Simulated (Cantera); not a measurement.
# Transport properties of process gases

Gas mixture: 100 % C2H6, at 2.47 atm, frozen composition.

Cantera's kinetic-theory transport with the Lennard-Jones parameters of GRI-Mech 3.0, ideal gas; thermal conductivity in the mixture-averaged form. The composition is frozen, though it would react at the higher temperatures.

```tsv
T (K)	ρ (kg/m³)	cp (J/kg/K)	μ (µPa s)	λ (mW/m/K)	Pr	D (cm²/s) N2	D (cm²/s) NO	D (cm²/s) H2
400	2.26	2167	12.3	35.6	0.750	0.101	0.0996	0.382
650	1.39	3147	18.6	77.9	0.752	0.238	0.234	0.873
900	1.00	3837	23.8	122	0.748	0.415	0.408	1.51
1150	0.786	4365	28.4	165	0.751	0.628	0.617	2.27
1400	0.646	4736	32.6	206	0.749	0.873	0.858	3.14
1650	0.548	5004	36.4	244	0.747	1.15	1.13	4.13
1900	0.476	5196	40.0	279	0.745	1.45	1.43	5.22
2150	0.421	5336	43.4	312	0.742	1.78	1.75	6.40
2400	0.377	5440	46.6	342	0.741	2.14	2.10	7.68
```
D: mixture-averaged diffusion coefficient of that species in the mixture.
